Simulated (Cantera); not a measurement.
A Cantera script and what it prints.

```python
import numpy as np
import cantera as ct

gas_names = """
    F FO FO2 F2 F2O H HF HNO HNO2 HNO3 HOF HO2 H2 H2F2 H2O H2O2 H3F3 H4F4 H5F5 H6F6 H7F7 N NF NF2 NF3 NH
    NH2 NH3 NH2OH NO NO2 NO3 N2 N2H2 N2H4 N2O O OH O2 O3 Si SiF SiF2 SiF3 SiF4 SiH SiHF3 SiH2 SiH2F2
    SiH3 SiH3F SiH4 SiN SiO SiO2 Si2 Si2N Si3
""".split()
cond_names = """
    H2O(s) H2O(L) Si(cr) Si(L) SiO2(Lqz) SiO2(hqz) SiO2(L) Si2N2O(s) Si3N4(a)
""".split()


def load(file, names, dense=False):
    # The tables refer to 1 bar. Condensed volumes are neglected.
    table = {s.name: s for s in ct.Species.list_from_file(file)}
    out = []
    for n in names:
        d = dict(table[n].input_data)
        d["thermo"] = dict(d["thermo"], **{"reference-pressure": 1e5})
        if dense:
            d["equation-of-state"] = {"model": "constant-volume", "density": "1e6 g/cm^3"}
        out.append(ct.Species.from_dict(d))
    return out


gas = ct.Solution(thermo="ideal-gas", species=load("nasa_gas.yaml", gas_names))
cond = {s.name: ct.Solution(thermo="fixed-stoichiometry", species=[s], name=s.name)
        for s in load("nasa_condensed.yaml", cond_names, dense=True)}
atoms = {
    'SiO2': {'Si': 1, 'O': 2},
    'NF3': {'N': 1, 'F': 3},
    'H2': {'H': 2},
}
top_T = {'Si2N2O(s)': 2100, 'Si3N4(a)': 2400}  # K; cautious upper limits of use, not melting points


def equilibrate(T, P, feed):
    n = {}
    for name, mol in feed.items():
        for a, k in atoms[name].items():
            n[a] = n.get(a, 0.0) + k * mol
    gas.TPX = T, P, n
    mass = sum(n.values()) * gas.mean_molecular_weight
    gas.equilibrate("TP")
    valid = [c for c in cond.values() if c.min_temp <= T <= top_T.get(c.name, c.max_temp)]
    mix = ct.Mixture([(gas, mass / gas.mean_molecular_weight)] + [(c, 0.0) for c in valid])
    mix.T, mix.P = T, P
    mix.equilibrate("TP", solver="vcs", rtol=1e-11, max_steps=5000)
    return mix


results = []
feed = {'SiO2': 1, 'NF3': 0.57, 'H2': 3.4}  # mol
P = 8600  # Pa
for T in [773, 873, 973, 1073, 1173, 1273, 1373, 1473, 1573, 1673, 1773, 1873, 1973]:
    mix = equilibrate(T, P, feed)
    results.append((T, P, feed, dict(zip(mix.species_names, mix.species_moles))))

top = {s: max(r[3][s] / sum(r[3][g] for g in gas_names) for r in results) for s in gas_names}
cols = sorted((s for s in top if top[s] > 1e-05), key=lambda s: -top[s])[:8]
seen = [c for c in cond_names if any(r[3].get(c, 0) > 1e-12 for r in results)]
print("log10 of partial pressures in bar; condensed amounts in mol")
print(f"{'T/K':>10s}" + "".join(f"{s[:9]:>10s}" for s in cols + seen))
for T, P, feed, n in results:
    ng = sum(n[g] for g in gas_names)
    print(f"{T:10.4g}" + "".join(f"{np.log10(max(n[s] / ng * P / 1e5, 1e-99)):10.3f}" for s in cols)
          + "".join(f"{n.get(c, 0):10.4g}" for c in seen))
```

Result:

```
log10 of partial pressures in bar; condensed amounts in mol
       T/K        H2        HF       H2O      SiF4        N2       SiO         H      SiF3 SiO2(Lqz) SiO2(hqz)   SiO2(L)
       773    -1.285    -2.062    -1.883    -2.184    -2.236   -26.213   -12.685   -12.536    0.6788         0         0
       873    -1.290    -1.911    -1.955    -2.256    -2.241   -21.836   -10.975   -10.790         0    0.7248         0
       973    -1.294    -1.805    -2.035    -2.336    -2.245   -18.355    -9.613    -9.416         0    0.7686         0
      1073    -1.298    -1.732    -2.117    -2.418    -2.249   -15.517    -8.503    -8.307         0    0.8069         0
      1173    -1.301    -1.680    -2.198    -2.499    -2.252   -13.159    -7.579    -7.394         0    0.8385         0
      1273    -1.304    -1.643    -2.275    -2.576    -2.255   -11.171    -6.799    -6.630         0    0.8641         0
      1373    -1.306    -1.615    -2.347    -2.649    -2.257    -9.472    -6.130    -5.982         0    0.8844         0
      1473    -1.307    -1.595    -2.414    -2.716    -2.258    -8.005    -5.552    -5.425         0    0.9005         0
      1573    -1.309    -1.579    -2.475    -2.780    -2.259    -6.726    -5.045    -4.943         0    0.9133         0
      1673    -1.310    -1.567    -2.530    -2.842    -2.260    -5.604    -4.599    -4.524         0    0.9233         0
      1773    -1.312    -1.558    -2.579    -2.909    -2.262    -4.624    -4.202    -4.167         0         0    0.9307
      1873    -1.316    -1.549    -2.610    -3.000    -2.264    -3.772    -3.848    -3.880         0         0    0.9313
      1973    -1.328    -1.537    -2.585    -3.176    -2.269    -3.072    -3.534    -3.725         0         0    0.9087
```

Equilibrium computed with Cantera from the NASA thermochemical tables; the gas is ideal and each condensed phase is pure. The tables' values for SiF3, SiF2 are old estimates; treat these amounts as uncertain. The tables hold silica as quartz up to 1696 K and as liquid above; real silica turns to tridymite and cristobalite and melts near 1996 K.
